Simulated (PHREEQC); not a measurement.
A solution holds 0.12 mol/kgw FeCl3, 0.00018 mol/kgw CuCl2, 0.0017 mol/kgw NaF and 0.0069 mol/kgw Na2SO4, at 25 °C. Closed to the air; pH follows from the charge balance.

Equilibrium calculation in PHREEQC: ion-association model, phreeqc.dat.

This is a speciation only: nothing precipitates in the calculation.

Problem. Order these Fe species by the share of Fe that they hold, largest first: FeSO4+, FeCl2+, Fe2(OH)2+4, FeCl+2, Fe+3.

Solution. FeCl+2 (47 %), Fe+3 (21 %), FeCl2+ (12 %), Fe2(OH)2+4 (8.6 %), FeSO4+ (4.5 %)

Problem. Order these S species by the share of S that they hold, largest first: SO4-2, HSO4-, FeSO4+, Fe(SO4)2-, FeHSO4+2.

Solution. FeSO4+ (79 %), SO4-2 (10 %), FeHSO4+2 (6.6 %), HSO4- (3.7 %), Fe(SO4)2- (0.48 %)

The pH is 1.89 and the ionic strength 0.451 mol/kgw. The solution is supersaturated, for example in Hematite (slow to form), Goethite (slow to form), so a real one may precipitate; this is no full list. Fluoro complexes past AlF4- and FeF3 are missing from the database.
